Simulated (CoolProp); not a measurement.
Vapour-liquid equilibrium of acetone (1) + n-nonane (2) at 0.0571 MPa; x and y are mole fractions of (1).

The numbers come from the multi-fluid Helmholtz-energy mixture model, Lemmon 2006 and Lemmon 2006; pair parameters Bell 2016 in CoolProp.

### Question
Give the bubble temperature and the first vapour's composition at x = 0.425, 0.575, 0.65. Is there an azeotrope?

### Answer
x = 0.425: 47.2 °C, y = 0.970; x = 0.575: 46.0 °C, y = 0.973; x = 0.65: 45.5 °C, y = 0.974. No azeotrope shows between x = 0.05 and 0.95.

The pair parameters rest on a limited set of measurements; away from them the model extrapolates. With so large a gap from Raoult's law the liquid may split in two, which this calculation doesn't test in full.
